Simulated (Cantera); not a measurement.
Source: NASA polynomial tables (part measured, part estimated), evaluated in Cantera. Values are per mole of reaction as written; species without (g) are pure solids or liquids, kept so even where they would boil at 1 bar. The tables' values for SiF₂ are old estimates.

SiCl₄(g) ⇌ Si + 4 Cl(g), with ΔH° = 1148.0 kJ and ΔS° = 348.7 J/K at 300 K.

Task: How far is the shortcut ΔG° ≈ ΔH°(300 K) − T·ΔS°(300 K) from the full temperature-dependent value at 825, 925, 1025, 1125, 1225, 1325, 1425, 1525, 1625 K?

Result: 
```
T (K)  shortcut (kJ)  full (kJ)  difference (kJ)  difference in log10 K
-----  -------------  ---------  ---------------  ---------------------
825            860.3      855.7              4.6                  -0.29
925            825.4      819.4              6.1                  -0.34
1025           790.6      782.9              7.7                  -0.39
1125           755.7      746.3              9.4                  -0.43
1225           720.8      709.7             11.1                  -0.47
1325           686.0      673.0             13.0                  -0.51
1425           651.1      636.2             14.9                  -0.54
1525           616.2      599.4             16.8                  -0.58
1625           581.4      562.5             18.8                  -0.61
```
The shortcut ignores the heat-capacity change of the reaction.
